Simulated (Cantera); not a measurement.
An adiabatic, constant-pressure homogeneous reactor starts with H2 : O2 : N2 : NO = 1.3 : 0.667 : 2 : 0.0056 (molar parts), at 1100 K and 10.0 bar.

Detailed kinetics in Cantera: GRI-Mech 3.0 (53 species, 325 reactions). The hydrogen kinetics of GRI-Mech 3.0 are dated; newer H2 mechanisms differ, most at raised pressure. The mechanism lacks 2 NO + O2 → 2 NO2 and HONO, so NO2 and the effect of NO are under-described below about 1400 K.

Q: Predict: time of steepest temperature rise; temperature at 7.00 s; equilibrium temperature; x(H2) at 7.00 s; x(O2) at 7.00 s; x(NO) at 7.00 s; x(O) at 7.00 s; x(N2) at 7.00 s.

A: 
```
Property                                                            Result
---------------------------------  ---------------------------------------
time of steepest temperature rise                                  76.0 µs
temperature at 7.00 s                                               2973 K
equilibrium temperature                                             2973 K
x(H2) at 7.00 s                      0.0368 (gas-phase equilibrium 0.0368)
x(O2) at 7.00 s                      0.0132 (gas-phase equilibrium 0.0132)
x(NO) at 7.00 s                    0.00994 (gas-phase equilibrium 0.00994)
x(O) at 7.00 s                     0.00376 (gas-phase equilibrium 0.00376)
x(N2) at 7.00 s                        0.578 (gas-phase equilibrium 0.578)
```
